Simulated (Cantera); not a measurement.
An adiabatic, constant-pressure homogeneous reactor starts with H2 : O2 : N2 = 1 : 1.32 : 4.95 (molar parts), equivalence ratio 0.38, at 1473 K and 4.93 atm.

Computed with Cantera and the H2/O2 subset of GRI-Mech 3.0, which has no nitrogen chemistry. The hydrogen kinetics of GRI-Mech 3.0 are dated; newer H2 mechanisms differ, most at raised pressure.

x: mole fraction; the columns are a selection and need not sum to one.

| t (s) | T (K) | x H2 | x O2 | x OH | x H2O | x H2O2 |
|---|---|---|---|---|---|---|
| 6.00e-6 | 2148 | ? | 0.112 | 0.0180 | 0.125 | 1.17e-6 |
| 1.39e-5 | 2339 | ? | 0.117 | 0.0118 | 0.138 | 6.02e-7 |
| 3.24e-5 | 2389 | ? | 0.118 | 0.00766 | 0.143 | 5.89e-7 |
| 7.52e-5 | 2394 | 0.000649 | 0.119 | 0.00711 | 0.143 | 6.12e-7 |
| 0.000175 | 2394 | 0.000649 | 0.119 | 0.00710 | 0.143 | 6.12e-7 |
| 0.000406 | 2394 | 0.000649 | 0.119 | 0.00710 | 0.143 | 6.12e-7 |
| 0.000943 | 2394 | 0.000649 | 0.119 | 0.00710 | 0.143 | 6.12e-7 |
| 0.00219 | 2394 | 0.000649 | 0.119 | 0.00710 | 0.143 | 6.12e-7 |
| 0.00509 | 2394 | 0.000649 | 0.119 | 0.00710 | 0.143 | 6.12e-7 |
| 0.0118 | 2394 | 0.000649 | 0.119 | 0.00710 | 0.143 | 6.12e-7 |
| 0.0275 | 2394 | 0.000649 | 0.119 | 0.00710 | 0.143 | 6.12e-7 |
| 0.0638 | 2394 | 0.000649 | 0.119 | 0.00710 | 0.143 | 6.12e-7 |
| 0.148 | 2394 | 0.000649 | 0.119 | 0.00710 | 0.143 | 6.12e-7 |
| 0.344 | 2394 | 0.000649 | 0.119 | 0.00710 | 0.143 | 6.12e-7 |
| 0.800 | 2394 | 0.000649 | 0.119 | 0.00710 | 0.143 | 6.12e-7 |

### Question
Complete the blanks.

### Answer

- 6.00e-6, x H2: 0.00698
- 1.39e-5, x H2: 0.00205
- 3.24e-5, x H2: 0.000766
